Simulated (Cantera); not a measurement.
Feed: 1 mol n-butane, 2.9 mol H2O, 19 mol N2, at 2923 K and 0.240 bar.

These are equilibrium values from Cantera (NASA tables, ideal gas, pure condensed phases), not measurements of a reactor. Rates play no part.

```json
[
 {"species": "N2", "before": "0.587", "after": "0.772"},
 {"species": "H2O", "before": "9.12e-8", "after": "0.0485"},
 {"species": "H", "before": "0.107", "after": "0.0479"},
 {"species": "H2", "before": "0.180", "after": "0.0360"},
 {"species": "HCN", "before": "0.0249", "after": "1.79e-9"},
 {"species": "O", "before": "6.24e-9", "after": "0.0167"},
 {"species": "OH", "before": "1.70e-8", "after": "0.0202"},
 {"species": "CO", "before": "0.0920", "after": "0.0345"},
 {"species": "O2", "before": "<1e-9", "after": "0.00894"},
 {"species": "HNC", "before": "0.00441", "after": "<1e-9"},
 {"species": "NO", "before": "2.89e-9", "after": "0.00886"},
 {"species": "C2H2 (acetylene)", "before": "0.00172", "after": "<1e-9"},
 {"species": "CN", "before": "0.00142", "after": "<1e-9"},
 {"species": "CO2", "before": "6.42e-9", "after": "0.00642"}
]
```
Gas species are given as mole fractions.

Name the change that produced these shifts.
A. n-butane replaced by C3H8
B. n-butane replaced by CO
C. H2O from 2.9 to 0.023 mol
D. temperature from 2923 K to 2000 K

B, n-butane replaced by CO
